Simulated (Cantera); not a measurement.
An adiabatic, constant-pressure homogeneous reactor starts with CH4 : CO : O2 : N2 = 1 : 0.1 : 2.41 : 26.5 (molar parts), equivalence ratio 0.85, at 1798 K and 7.60 atm. Integrator tolerance rtol = 1e-08.

Computed with Cantera and GRI-Mech 3.0 (53 species, 325 reactions).

Problem. What does this change do: initial temperature 1798 to 1050 K?

Solution. 
```json
[
 {"quantity": "time of steepest temperature rise", "before": "42.7 µs", "after": "0.147 s"},
 {"quantity": "temperature at 2.00 s", "before": "2466 K", "after": "1814 K"},
 {"quantity": "equilibrium temperature", "before": "2466 K", "after": "1812 K"},
 {"quantity": "x(CH4) at 2.00 s", "before": "<1e-12 (gas-phase equilibrium <1e-12)", "after": "<1e-12 (gas-phase equilibrium <1e-12)"},
 {"quantity": "x(CO) at 2.00 s", "before": "0.00354 (gas-phase equilibrium 0.00354)", "after": "2.90e-5 (gas-phase equilibrium 2.89e-5)"},
 {"quantity": "x(O2) at 2.00 s", "before": "0.0108 (gas-phase equilibrium 0.0108)", "after": "0.0119 (gas-phase equilibrium 0.0115)"},
 {"quantity": "x(NO) at 2.00 s", "before": "0.00520 (gas-phase equilibrium 0.00520)", "after": "0.000101 (gas-phase equilibrium 0.00107)"},
 {"quantity": "x(CH2) at 2.00 s", "before": "<1e-12 (gas-phase equilibrium <1e-12)", "after": "<1e-12 (gas-phase equilibrium <1e-12)"},
 {"quantity": "x(HO2) at 2.00 s", "before": "1.88e-6 (gas-phase equilibrium 1.88e-6)", "after": "1.97e-7 (gas-phase equilibrium 1.88e-7)"},
 {"quantity": "x(CH2CO) at 2.00 s", "before": "<1e-12 (gas-phase equilibrium <1e-12)", "after": "<1e-12 (gas-phase equilibrium <1e-12)"}
]
```
